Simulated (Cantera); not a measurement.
Reactions in the system H-I

Cantera with NASA thermochemical tables; ideal gases at 1 bar, condensed phases pure. Values are per mole of reaction as written; species without (g) are pure solids or liquids, kept so even where they would boil at 1 bar.

H₂(g) + I₂ ⇌ 2 HI(g)

```tsv
T (K)	ΔH° (kJ)	ΔS° (J/K)	ΔG° (kJ)	log10 K	condensed phases
373	50.7	160.2	-9.1	1.27	I₂(s)
398	34.0	117.1	-12.6	1.66	I₂(l)
423	32.7	114.1	-15.5	1.92	I₂(l)
448	31.5	111.2	-18.3	2.14	I₂(l)
473	30.3	108.5	-21.1	2.33	I₂(l)
498	29.0	106.0	-23.8	2.49	I₂(l)
523	27.8	103.6	-26.4	2.63	I₂(l)
548	26.6	101.3	-28.9	2.76	I₂(l)
573	25.3	99.1	-31.4	2.87	I₂(l)
598	24.1	97.0	-33.9	2.96	I₂(l)
```
